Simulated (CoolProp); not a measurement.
Vapour-liquid equilibrium of CHF3 (R23) (1) + R11 (2) at 278.3 K; x and y are mole fractions of (1).

The numbers come from the multi-fluid Helmholtz-energy mixture model, Penoncello 2003 and Jacobsen 1992; pair parameters Bell 2016 in CoolProp.

| x | bubble pressure, mixture model (MPa) | bubble pressure, Raoult's law (MPa) | y, mixture model | y, Raoult's law |
|---|---|---|---|---|
| 0.05 | 0.3631 | 0.1905 | 0.857 | 0.751 |
| 0.15 | 0.9338 | 0.4717 | 0.940 | 0.910 |
| 0.25 | 1.388 | 0.7528 | 0.957 | 0.950 |
| 0.35 | 1.707 | 1.034 | 0.963 | 0.969 |
| 0.45 | 1.907 | 1.315 | 0.967 | 0.979 |
| 0.55 | 2.030 | 1.596 | 0.969 | 0.986 |
| 0.65 | 2.126 | 1.877 | 0.970 | 0.991 |
| 0.75 | 2.239 | 2.159 | 0.973 | 0.994 |
| 0.85 | 2.409 | 2.440 | 0.979 | 0.997 |
| 0.95 | 2.676 | 2.721 | 0.990 | 0.999 |

The largest gap from Raoult's law is +98.0 % in bubble pressure, at x = 0.15. No azeotrope shows between x = 0.05 and 0.95.

The pair parameters rest on a limited set of measurements; away from them the model extrapolates. The gap from Raoult's law changes sign with composition, which may be real or a fault of the pair parameters; it wasn't checked against measurements. With so large a gap from Raoult's law the liquid may split in two, which this calculation doesn't test in full.
